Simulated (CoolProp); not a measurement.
A simple Rankine cycle with n-perfluorohexane: condensing at 298.15 K, boiler at 0.254 MPa, turbine inlet 375.5 K, turbine efficiency 0.6, pump efficiency 0.8, no recuperator. Each further row changes one setting.

The numbers come from the reference Helmholtz-energy equation of state, Gao 2022 in CoolProp.

| case | thermal efficiency (%) | net work (kJ/kg) | heat in (kJ/kg) | turbine exit temperature (K) | volume ratio over the turbine |
|---|---|---|---|---|---|
| as stated | [?] | 10.9 | 158 | 360.2 | 9.13 |
| turbine inlet 395.5 K | 6.5 | 11.6 | 177 | 380.3 | 8.98 |
| condensing temperature 290.15 K | 7.7 | 12.7 | [?] | 358.0 | [?] |
| boiler pressure 0.178 MPa | 5.8 | 9.27 | 159 | [?] | 6.22 |
| turbine efficiency 0.5 | 5.7 | 9.03 | 158 | 362.2 | [?] |

**Question.** Complete the blanks.

**Answer.** 
- as stated, thermal efficiency (%): 6.9
- condensing temperature 290.15 K, heat in (kJ/kg): 166
- condensing temperature 290.15 K, volume ratio over the turbine: 13.1
- boiler pressure 0.178 MPa, turbine exit temperature (K): 363.2
- turbine efficiency 0.5, volume ratio over the turbine: 9.18
